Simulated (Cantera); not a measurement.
Mixture: C3H8 : O2 : N2 = 1 : 8.77 : 33 (molar parts), at 37.5 atm, adiabatic and at constant volume. Ignition delay is the time to a rise of 400 K.

Model: GRI-Mech 3.0 (53 species, 325 reactions), integrated in Cantera. GRI-Mech 3.0 was tuned for natural gas; its chemistry of propane as a main component is partial and can be far from experiment. The pressure lies above the range GRI-Mech 3.0 was tuned for (to about 10 atm).

Q: What does this change do: pressure from 37.5 atm to 4.93 atm?

A: 
```json
[
 {"quantity": "delay at 1175 K", "before": "0.757 ms", "after": "3.80 ms"},
 {"quantity": "delay at 1275 K", "before": "0.162 ms", "after": "0.600 ms"},
 {"quantity": "delay at 1375 K", "before": "39.7 µs", "after": "0.123 ms"},
 {"quantity": "delay at 1475 K", "before": "11.7 µs", "after": "34.8 µs"},
 {"quantity": "delay at 1575 K", "before": "4.20 µs", "after": "13.1 µs"},
 {"quantity": "delay at 1675 K", "before": "1.83 µs", "after": "6.22 µs"},
 {"quantity": "apparent activation energy between 1475 and 1675 K", "before": "190 kJ/mol", "after": "180 kJ/mol"}
]
```
